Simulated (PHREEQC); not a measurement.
**Metal-bearing waste water**

A solution holds 0.0015 mol/kgw FeCl3, 0.015 mol/kgw CaCl2 and 0.00054 mol/kgw NaBF4, at 20 °C. Closed to the air; pH follows from the charge balance.

Computed with PHREEQC (ion-association model, phreeqc.dat).

Precipitation was switched off in this run.

Task: Predict the pH, density, ionic strength.

Result: pH 2.86; density 1.000 g/cm³; ionic strength 0.0505 mol/kgw.

Task: In which forms is F present?

Result: FeF2+ 55 %, FeF+2 36 %, FeF3 3.8 %, HF 3.1 %, F- 2.0 % of the F.

The solution is supersaturated, for example in Hematite (slow to form), Goethite (slow to form), so a real one may precipitate; this is no full list. Real BF4- forms and hydrolyses slowly; the run takes it at equilibrium. Fluoro complexes past AlF4- and FeF3 are missing from the database.
